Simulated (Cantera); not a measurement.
Standard-state values (1 bar) from the NASA 1993 polynomials, evaluated with Cantera. Values are per mole of reaction as written; species without (g) are pure solids or liquids, kept so even where they would boil at 1 bar.

TiCl4 → Cl(g) + TiCl3(g)

| T (K) | ΔH° (kJ) | ΔS° (J/K) | ΔG° (kJ) | log10 K |
|---|---|---|---|---|
| 300 | ? | ? | ? | ? |
| 373 | 382.5 | 218.8 | 300.9 | -42.14 |
| 398 | 381.4 | 215.8 | 295.5 | -38.78 |
| 423 | ? | ? | ? | ? |
| 448 | 379.2 | 210.6 | 284.8 | -33.21 |
| 473 | 378.1 | 208.2 | 279.6 | -30.88 |

Q: Fill in the missing entries.

A: 
- 300, ΔH° (kJ): 386.1
- 300, ΔS° (J/K): 229.3
- 300, ΔG° (kJ): 317.3
- 300, log10 K: -55.24
- 423, ΔH° (kJ): 380.3
- 423, ΔS° (J/K): 213.1
- 423, ΔG° (kJ): 290.1
- 423, log10 K: -35.83
